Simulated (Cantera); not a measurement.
**Reactions in the system F-Mg-O**

Cantera with NASA thermochemical tables; ideal gases at 1 bar, condensed phases pure. Values are per mole of reaction as written; species without (g) are pure solids or liquids, kept so even where they would boil at 1 bar.

6 F(g) + 3 MgO ⇌ 3 MgF2 + O3(g)

```json
[
 {"T (K)": "300", "ΔH° (kJ)": "-1903.6", "ΔS° (J/K)": "-622.7", "ΔG° (kJ)": "-1716.8", "log10 K": "298.92"},
 {"T (K)": "1000", "ΔH° (kJ)": "-1902.0", "ΔS° (J/K)": "-624.8", "ΔG° (kJ)": "-1277.2", "log10 K": "66.71"},
 {"T (K)": "1025", "ΔH° (kJ)": "-1901.6", "ΔS° (J/K)": "-624.4", "ΔG° (kJ)": "-1261.6", "log10 K": "64.29"},
 {"T (K)": "1050", "ΔH° (kJ)": "-1901.2", "ΔS° (J/K)": "-624.0", "ΔG° (kJ)": "-1246.0", "log10 K": "61.98"},
 {"T (K)": "1075", "ΔH° (kJ)": "-1900.8", "ΔS° (J/K)": "-623.6", "ΔG° (kJ)": "-1230.4", "log10 K": "59.78"},
 {"T (K)": "1100", "ΔH° (kJ)": "-1900.3", "ΔS° (J/K)": "-623.2", "ΔG° (kJ)": "-1214.8", "log10 K": "57.68"}
]
```

Mg + O(g) ⇌ MgO

| T (K) | ΔH° (kJ) | ΔS° (J/K) | ΔG° (kJ) | log10 K | condensed phases |
|---|---|---|---|---|---|
| 300 | -850.4 | -166.7 | -800.4 | 139.36 | Mg(s), MgO(s) |
| 1000 | -861.1 | -180.3 | -680.8 | 35.56 | Mg(l), MgO(s) |
| 1025 | -861.2 | -180.4 | -676.3 | 34.46 | Mg(l), MgO(s) |
| 1050 | -861.3 | -180.5 | -671.7 | 33.42 | Mg(l), MgO(s) |
| 1075 | -861.4 | -180.6 | -667.2 | 32.42 | Mg(l), MgO(s) |
| 1100 | -861.5 | -180.7 | -662.7 | 31.47 | Mg(l), MgO(s) |

O2(g) + 2 Mg(g) ⇌ 2 MgO

```json
[
 {"T (K)": "300", "ΔH° (kJ)": "-1496.7", "ΔS° (J/K)": "-448.5", "ΔG° (kJ)": "-1362.1", "log10 K": "237.16"},
 {"T (K)": "1000", "ΔH° (kJ)": "-1482.6", "ΔS° (J/K)": "-426.7", "ΔG° (kJ)": "-1055.9", "log10 K": "55.15"},
 {"T (K)": "1025", "ΔH° (kJ)": "-1481.9", "ΔS° (J/K)": "-426.0", "ΔG° (kJ)": "-1045.3", "log10 K": "53.27"},
 {"T (K)": "1050", "ΔH° (kJ)": "-1481.3", "ΔS° (J/K)": "-425.4", "ΔG° (kJ)": "-1034.6", "log10 K": "51.47"},
 {"T (K)": "1075", "ΔH° (kJ)": "-1480.6", "ΔS° (J/K)": "-424.8", "ΔG° (kJ)": "-1024.0", "log10 K": "49.76"},
 {"T (K)": "1100", "ΔH° (kJ)": "-1480.0", "ΔS° (J/K)": "-424.2", "ΔG° (kJ)": "-1013.4", "log10 K": "48.12"}
]
```

3 MgF2 + O3(g) ⇌ 3 F2(g) + 3 MgO

| T (K) | ΔH° (kJ) | ΔS° (J/K) | ΔG° (kJ) | log10 K |
|---|---|---|---|---|
| 300 | 1427.2 | 278.3 | 1343.7 | -233.96 |
| 1000 | 1407.5 | 246.2 | 1161.4 | -60.66 |
| 1025 | 1406.7 | 245.4 | 1155.2 | -58.87 |
| 1050 | 1405.9 | 244.6 | 1149.1 | -57.16 |
| 1075 | 1405.1 | 243.9 | 1143.0 | -55.54 |
| 1100 | 1404.3 | 243.1 | 1136.9 | -53.99 |
